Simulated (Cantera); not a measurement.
Feed: 1 mol SiC, 0.0043 mol O2, 950 mol H2, 0.022 mol N2O, equilibrated at 3.40e-6 bar.

Method: chemical equilibrium by Gibbs-energy minimisation in Cantera with the NASA 1993 tables (ideal gas, pure condensed phases). Candidate condensed phases: C, C6H6, C7H8, C8H18, H2O, Si, SiC, SiO2, Si2N2O, Si3N4; 151 gas species. Equilibrium is a limit: real reactors are often held back by kinetics, nucleation or transport.

log p: log10 of the partial pressure in bar; n: condensed amount in mol.

```tsv
T (K)	log p H2	log p H	log p Si	log p C2H2 (acetylene)	log p CO	n SiC(s)	n C(graphite)
1100	-5.47	-10.32	(withheld)	-17.05	-10.26	0.985	0
1200	-5.47	-9.44	(withheld)	-15.85	-10.26	0.985	0
1300	-5.47	-8.69	(withheld)	-14.80	-10.24	0.984	0
1400	-5.47	-8.05	(withheld)	-13.43	-10.07	0.976	0
1500	-5.47	-7.49	(withheld)	-11.01	-9.97	0.961	0
1600	-5.48	-7.01	(withheld)	-10.04	-9.97	0.705	0.201
1700	-5.50	-6.58	(withheld)	-9.64	-9.98	0	0.804
```

Q: Fill in the missing entries.

A: 
- 1100, log p Si: -14.84
- 1200, log p Si: -12.93
- 1300, log p Si: -11.35
- 1400, log p Si: -10.22
- 1500, log p Si: -9.87
- 1600, log p Si: -8.99
- 1700, log p Si: -8.47
